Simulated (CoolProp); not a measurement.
Model: reference Helmholtz-energy equation of state, Zhou 2011, in CoolProp.

### Question
Give the vapour pressure (bar), liquid density (kg/m³), liquid cp (kJ/(kg K)), vapour Z of saturated dimethyl carbonate at 466.1 K.

### Answer
| T (K) | p (bar) | liquid density (kg/m³) | liquid cp (kJ/(kg K)) | vapour Z |
|---|---|---|---|---|
| 466.1 | 11.9 | 807 | 2.31 | 0.827 |
